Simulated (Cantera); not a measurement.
# SiO2 + HCl (oxide etching and cleaning by halides)

A closed system holds: 1 mol SiO2, 75 mol HCl, equilibrated at 18.0 Torr.

Cantera equilibrium calculation (NASA polynomials, part measured and part estimated; ideal gas, pure solids and liquids). Candidate condensed phases: H2O, Si, SiO2; 30 gas species. The tables hold silica as quartz up to 1696 K and as liquid above; real silica turns to tridymite and cristobalite and melts near 1996 K. Kinetics and transport are ignored.

```
T (°C)  x HCl      x Cl      x H2     x H2O  x SiCl4  n SiO2(α-quartz)  n SiO2(β-quartz)
------  -----  --------  --------  --------  -------  ----------------  ----------------
500     1.000   1.38e-8   2.00e-7   1.31e-5  6.55e-6             1.000                 0
575     1.000   1.43e-7   7.50e-7   2.38e-5  1.19e-5                 0             0.999
650     1.000   9.89e-7   2.37e-6   3.89e-5  1.95e-5                 0             0.999
725     1.000   4.99e-6   6.71e-6   5.91e-5  2.95e-5                 0             0.998
800     1.000   1.95e-5   1.76e-5   8.45e-5  4.22e-5                 0             0.997
875     1.000   6.17e-5   4.36e-5  0.000115  5.75e-5                 0             0.996
950     0.999  0.000166  0.000101  0.000151  7.54e-5                 0             0.994
1025    0.999  0.000392  0.000221  0.000191  9.55e-5                 0             0.993
```
x: gas mole fraction; n: condensed amount in mol.

At 500 °C the condensed part is SiO2(α-quartz). From 575 °C to 1025 °C the condensed part is SiO2(β-quartz). The main Si-bearing gas is SiCl4 throughout.
